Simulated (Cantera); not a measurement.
A closed system holds: 1 mol Si₂Cl₆, 0.019 mol Cl₂, 740 mol H₂, held at 1248 K and 1 atm.

Equilibrium computed with Cantera from the NASA thermochemical tables; the gas is ideal and each condensed phase is pure. Candidate condensed phases: Si; 19 gas species. The feed counts by its element totals alone. The tables' values for SiCl₃ are old estimates; treat these amounts as uncertain. Rates play no part.

Base state: H₂ 0.992, HCl 0.00737, SiCl₂ 0.000137, SiHCl₃ 8.21e-5, SiH₂Cl₂ 5.29e-5, SiCl₃ 1.82e-5, SiCl₄ 1.73e-5 (mole fractions); condensed: Si(s).

Task: What changes in the equilibrium state with this change: temperature from 1248 K to 923 K?

Result: 
| species | before | after |
|---|---|---|
| H₂ | 0.992 | 0.996 |
| HCl | 0.00737 | 0.00162 |
| SiHCl₃ | 8.21e-5 | 0.00123 |
| SiCl₂ | 0.000137 | 3.80e-6 |
| SiCl₄ | 1.73e-5 | 0.000563 |
| SiH₂Cl₂ | 5.29e-5 | 0.000264 |
| SiCl₃ | 1.82e-5 | 7.29e-6 |
| SiH₃Cl | 9.46e-6 | 1.40e-5 |
| Si(s), mol | 1.76 | 0.454 |
